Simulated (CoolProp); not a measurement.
Vapour pressure (MPa) of chloromethane (R40): the reference equation beside estimates from Tc = 145.5 °C, pc = 6.929 MPa, ω = 0.150. Clausius-Clapeyron is anchored at 42.15 °C with a constant enthalpy of vaporisation of 17.76 kJ/mol.

The numbers come from the reference Helmholtz-energy equation of state, Thol 2014 in CoolProp.

```csv
T (°C),reference,Lee-Kesler,Clausius-Clapeyron,Redlich-Kwong,Soave-Redlich-Kwong,Peng-Robinson
28.85,0.6447,0.6387,0.6851,0.7773,0.6389,0.6358
32.15,0.7070,0.7008,0.7395,0.8484,0.7013,0.6973
35.45,0.7737,0.7673,0.7970,0.9239,0.7682,0.7632
38.85,0.8471,0.8406,0.8594,1.007,0.8420,0.8359
42.15,0.9232,0.9165,0.9232,1.092,0.9185,0.9112
45.45,1.004,0.9974,0.9903,1.182,1.000,0.9915
48.75,1.091,1.083,1.061,1.277,1.087,1.077
52.15,1.185,1.177,1.137,1.381,1.182,1.171
55.45,1.282,1.274,1.214,1.486,1.280,1.267
58.75,1.385,1.377,1.296,1.598,1.384,1.370
62.15,1.497,1.488,1.383,1.719,1.498,1.482
```

Absolute difference from the reference over all 11 rows, mean and median: Lee-Kesler 0.7 and 0.7 %, Clausius-Clapeyron 3.9 and 4.1 %, Redlich-Kwong 17.7 and 17.7 %, Soave-Redlich-Kwong 0.4 and 0.4 %, Peng-Robinson 1.2 and 1.3 %.
